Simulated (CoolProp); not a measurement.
Fluorine along the isobar 75 bar: Z from the reference equation and from simpler models built on Tc = -128.7 °C, pc = 52.40 bar, ω = 0.045; each cubic takes its own stable root.

The numbers come from the reference Helmholtz-energy equation of state, de Reuck 1990 in CoolProp.

| T (°C) | phase | reference |
|---|---|---|
| -205.25 | liquid | 0.3101 |
| -185.55 | liquid | 0.2602 |
| -165.85 | liquid | 0.2345 |
| -146.05 | liquid | 0.2274 |
| -126.35 | supercritical | 0.2645 |
| -106.65 | supercritical | 0.6241 |
| -86.95 | supercritical | 0.7761 |
| -67.25 | supercritical | 0.8531 |
| -47.55 | supercritical | 0.8996 |
| -27.85 | supercritical | 0.9300 |
| -8.15 | supercritical | 0.9511 |

Q: How far does each simpler model (Soave-Redlich-Kwong, Peng-Robinson) lie from the reference over these 11 states: mean and median of the absolute difference, and the worst?

A: 
- Soave-Redlich-Kwong: mean 2.1 %, median 0.8 %, worst +12.2 % at -126.35 °C and 75 bar
- Peng-Robinson: mean 5.4 %, median 3.5 %, worst -11.8 % at -185.55 °C and 75 bar
